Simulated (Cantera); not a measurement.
Input: 1 mol c-C4F8, 0.025 mol HCl, 0.071 mol H2, held at 1602 °C and 1.30 mbar.

Cantera equilibrium calculation (NASA polynomials, part measured and part estimated; ideal gas, pure solids and liquids). Candidate condensed phases: C, C6H6, C7H8, C8H18; 118 gas species. The feed counts by its element totals alone. Gases not in the tables: C2F6 and larger saturated fluorocarbons. Rates play no part.

Q: What is the equilibrium state?

A: x(CF4): 0.779
x(CF2): 0.0903
x(HF): 0.0715
x(F): 0.0435
x(Cl): 0.0107
x(CF3): 0.00514
x(CF): 0.000104
x(CClF3): 1.79e-5
x(ClF): 5.79e-6
n(C(graphite)): 1.96 mol
gas amount: 2.335 mol
